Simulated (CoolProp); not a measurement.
Properties of n-perfluorobutane along the isotherm -0.45 °C (Tc = 113.2 °C, pc = 2.322 MPa, ω = 0.372).

Values from CoolProp's reference Helmholtz-energy equation of state, Gao 2022.

```
p (MPa)   phase  density (kg/m³)  Joule-Thomson coefficient (K/MPa)  expansivity (1/kK)
-------  ------  ---------------  ---------------------------------  ------------------
0.00367     gas           0.3859                         (withheld)               3.686
0.00696     gas           0.7329                              16.39               3.704
0.0132      gas            1.394                         (withheld)               3.737
0.025       gas            2.654                              16.65               3.802
0.0474      gas            5.084                              17.00               3.931
0.0899      gas            9.844                         (withheld)          (withheld)
0.17     liquid       (withheld)                            -0.2179               2.260
0.323    liquid             1592                            -0.2191               2.252
0.613    liquid             1593                         (withheld)               2.237
1.16     liquid       (withheld)                            -0.2255          (withheld)
```

Task: Complete the blanks.

Result: 
- 0.00367, Joule-Thomson coefficient (K/MPa): 16.34
- 0.0132, Joule-Thomson coefficient (K/MPa): 16.48
- 0.0899, Joule-Thomson coefficient (K/MPa): 17.73
- 0.0899, expansivity (1/kK): 4.204
- 0.17, density (kg/m³): 1591
- 0.613, Joule-Thomson coefficient (K/MPa): -0.2214
- 1.16, density (kg/m³): 1596
- 1.16, expansivity (1/kK): 2.210
